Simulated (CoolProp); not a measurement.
500 sccm (0 °C, 1 atm) of nitrogen bubbles through liquid ethylbenzene at 309.8 K and leaves saturated at a total pressure of 0.0224 MPa (ideal gas phase). Each further row changes one setting.

Computed with CoolProp (reference Helmholtz-energy equation of state, Zhou 2012).

| case | vapour pressure (kPa) | mole fraction of vapour | delivery (mg/min) | delivery (sccm) | change of delivery for a bath 1 K warmer (%) |
|---|---|---|---|---|---|
| as stated | 2.42 | [?] | [?] | [?] | 6.0 |
| bath temperature 314.8 K | 3.12 | 0.140 | 384 | [?] | 6.0 |
| total pressure 0.0448 MPa | 2.42 | [?] | [?] | 28.5 | 5.7 |

Problem. Fill in the missing entries.

Solution. 
- as stated, mole fraction of vapour: 0.108
- as stated, delivery (mg/min): 287
- as stated, delivery (sccm): 60.5
- bath temperature 314.8 K, delivery (sccm): 81.1
- total pressure 0.0448 MPa, mole fraction of vapour: 0.0540
- total pressure 0.0448 MPa, delivery (mg/min): 135
